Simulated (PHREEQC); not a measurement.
# Brine (model solution)

Dissolve 0.73 mol Na2CO3 and 0.066 mol NaHCO3 per kg of water at 20 °C. Closed to the air; pH follows from the charge balance.

All values are PHREEQC results (Pitzer model, pitzer.dat), not measurements.

This is a speciation only: nothing precipitates in the calculation.

Question: What pH, activity of water, ionic strength does the model give?

Answer: pH 10.65; activity of water 0.972; ionic strength 2.26 mol/kgw.

Question: In which forms is C present?

Answer: CO3-2 92 %, HCO3- 8.3 % of the C.

Complexes and solids missing from the database can't appear. In brines, pH and single-ion activities rest on the MacInnes convention.
